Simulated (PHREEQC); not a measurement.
Dissolve 0.0016 mol/kgw MgSO4, 0.00019 mol/kgw Li2CO3, 0.0051 mol/kgw Ca(NO3)2 and 0.00013 mol/kgw Na2SiF6 at 25 °C. Closed to the air; pH follows from the charge balance.

Model: ion-association model, phreeqc.dat, run in PHREEQC.

No solid was allowed to form.

**Question.** Predict the pH, ionic strength.

**Answer.** pH 4.17; ionic strength 0.0205 mol/kgw.

**Question.** In which forms is F present?

**Answer.** F- 87 %, HF 7.7 %, MgF+ 4.9 % of the F.

Saturation is exceeded, for instance for Fluorite, Quartz (slow to form); the values hold only as long as no solid forms. Species that the database lacks are ignored. SiF6-2 is the database's only silicon fluoride.
